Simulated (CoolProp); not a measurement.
Saturated liquid density (kg/m³) of R1132(E): the reference equation beside estimates from Tc = 348.8 K, pc = 51.74 bar, ω = 0.245. Rackett uses Z = 0.29056 − 0.08775 ω.

Values from CoolProp's reference Helmholtz-energy equation of state, Akasaka 2024.

```
T (K)  reference  Rackett  Soave-Redlich-Kwong
-----  ---------  -------  -------------------
257         1050     1041                944.9
261.7       1036     1027                930.3
266.3       1023     1013                915.5
270.9       1009    998.8                900.1
275.6      994.6    983.8                883.7
280.2      979.9    968.8                867.0
284.9      964.3    952.9                849.1
289.5      948.4    936.7                830.8
294.1      931.8    920.0                811.5
298.8      914.0    902.1                790.8
303.4      895.6    883.8                769.5
308.1      875.7    864.1                746.3
312.7      854.9    843.7                722.1
```

Absolute difference from the reference over all 13 rows, mean and median: Rackett 1.1 and 1.2 %, Soave-Redlich-Kwong 12.3 and 11.9 %.
